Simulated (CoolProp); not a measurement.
Computed with CoolProp (reference Helmholtz-energy equation of state, Lemmon 2006). It is a short technical equation, of lower accuracy than the large ones.

Question: For acetone, give the phase and the cp (kJ/(kg K)), speed of sound (m/s) at 401.6 K and 0.0707 MPa.

Answer: 
- 401.6 K and 0.0707 MPa: gas; cp 1.62, speed of sound 249
